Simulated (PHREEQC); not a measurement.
0.03 g of hydrous ferric oxide (600 m²/g; 0.2 weak and 0.005 strong sites per Fe, Dzombak-Morel constants, diffuse double layer) in 1 kg of water with 0.3 mol/kgw of an inert sodium salt and 7.4e-08 mol/kgw CaCl2 and 2.2e-07 mol/kgw PbCl2, at 25 °C; the pH is set by adding NaOH or the inert anion's acid. O2 is buffered at 0.21 atm. No CO2 enters from the air. No solid was allowed to form.

Equilibrium calculation in PHREEQC: ion-association model, wateq4f.dat.

```csv
pH,Ca sorbed (%),Pb sorbed (%),surface charge σ (C/m²),surface potential ψ (mV)
3,0.0,0.1,0.368,126
3.5,0.0,1.1,0.363,125
4,0.0,9.4,0.349,123
4.5,0.0,47.5,0.318,118
5.5,0.0,98.2,0.211,98
6,0.0,99.8,0.154,83
6.5,0.0,100.0,0.106,66
7,0.1,100.0,0.067,47
7.5,0.4,100.0,0.034,26
8,2.2,100.0,0.006,5
8.5,10.8,100.0,-0.021,-16
9.5,73.3,100.0,-0.087,-57
10,91.5,100.0,-0.131,-75
10.5,97.3,100.0,-0.184,-91
11,99.0,100.0,-0.242,-105
```

The oxide is taken as insoluble; below pH 4 it would dissolve.
